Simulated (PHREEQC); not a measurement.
Polishing slurry liquid (model solution)

Solution (25 °C): 0.018 mol/kgw HNO3, 4.2e-05 mol/kgw H4SiO4 and 0.21 mol/kgw KH2PO4. Closed to the air; pH follows from the charge balance.

Computed with PHREEQC (ion-association model, wateq4f.dat).

This is a speciation only: nothing precipitates in the calculation.

Problem. Predict the pH.

Solution. pH 3.07.

Problem. In which forms is P present?

Solution. H2PO4- 92 %, H3PO4 8.1 % of the P.

H3PO4, which wateq4f.dat lacks, is added to it with the constant of phreeqc.dat.
